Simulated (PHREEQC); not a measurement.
# Metal-bearing waste water: speciation

Make-up at 25 °C: 0.25 mmol/kgw CuSO4, 0.63 mmol/kgw CuCl2, 0.37 mmol/kgw NaF and 0.089 mmol/kgw NaCl. Closed to the air; pH follows from the charge balance.

Computed with PHREEQC (ion-association model, phreeqc.dat).

This is a speciation only: nothing precipitates in the calculation.

Q: Predict the pH.

A: pH 5.39.

Q: In which forms is S present?

A: SO4-2 90 %, CuSO4 9.6 % of the S.
